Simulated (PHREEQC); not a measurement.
Make-up at 25 °C: 0.008 mol HF, 3.4e-05 mol H2SiF6 and 0.075 mol H3PO4 per kg of water. Closed to the air; pH follows from the charge balance.

All values are PHREEQC results (ion-association model, wateq4f.dat), not measurements.

The ionic strength comes out as 0.0220 mol/kgw. What activity coefficients do SiF6-2, HF2-, H2PO4-, F-, H+ get?

SiF6-2 0.57, HF2- 0.86, H2PO4- 0.87, F- 0.86, H+ 0.89.

No solid was allowed to form. H3PO4, which wateq4f.dat lacks, is added to it with the constant of phreeqc.dat. SiF6-2 is the database's only silicon fluoride.
